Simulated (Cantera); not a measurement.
An adiabatic, constant-pressure homogeneous reactor starts with CH₄ : C₂H₆ : C₃H₈ : O₂ : N₂ : CO₂ = 1 : 0.074 : 0.12 : 3.36 : 12.6 : 2.6 (molar parts), at 1498 K and 750 Torr.

Cantera simulation using GRI-Mech 3.0 (53 species, 325 reactions); the numbers are that mechanism's predictions, not measurements.

One state of this run: T (K) = 2509; x CH₄ = <1e-12; x C₂H₆ = <1e-12; x C₃H₈ = <1e-12; x H₂O = 0.122; x CH₂CO = <1e-12; x CH₃ = <1e-12. x: mole fraction; the columns are a selection and need not sum to one.

**Question.** Which value of t (s) does it belong to?
A) 5.00e-6
B) 8.71e-5
C) 2.09e-5
D) 8.00

**Answer.** D, 8.00
